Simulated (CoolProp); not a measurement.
Properties of n-hexane at several states.

Computed with CoolProp (reference Helmholtz-energy equation of state, Thol 2019).

```tsv
T (°C)	p (bar)	phase	Z	Joule-Thomson coefficient (K/MPa)	conductivity (mW/(m K))	fugacity coefficient
235.75	6.64	gas	…	8.453	36.5	0.9252
257.15	0.295	gas	0.9971	…	39.5	0.9971
67.55	2.22	liquid	0.01099	-0.2970	…	0.4226
267.95	130	supercritical	0.5778	0.3984	85.1	…
239.05	1.19	gas	0.9866	…	37.0	0.9867
```

Problem. What belongs in the gaps?

Solution. 
- 235.75, Z: 0.9201
- 257.15, Joule-Thomson coefficient (K/MPa): 6.679
- 67.55, conductivity (mW/(m K)): 108
- 267.95, fugacity coefficient: 0.3289
- 239.05, Joule-Thomson coefficient (K/MPa): 7.525

Thermal conductivity comes from a separate model (Assael 2013).
